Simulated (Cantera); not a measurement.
Charge: 1 mol borazine, a varied amount of O₂, at 2100 K and 27.0 mbar.

Cantera equilibrium calculation (NASA polynomials, part measured and part estimated; ideal gas, pure solids and liquids). Candidate condensed phases: B, BN, B₂O₃, B₃O₃H₃, H₂O; 39 gas species. The feed counts by its element totals alone. The tables' values for BH₂ are old estimates; treat these amounts as uncertain. Equilibrium is a limit: real reactors are often held back by kinetics, nucleation or transport.

Problem. At 0.52 mol O₂, list the 4 most abundant gas species with their mole fractions, and the condensed phases.

Solution. H₂ 0.662, N₂ 0.124, HBO 0.113, B₂O₂ 0.0456. Condensed: BN(s).
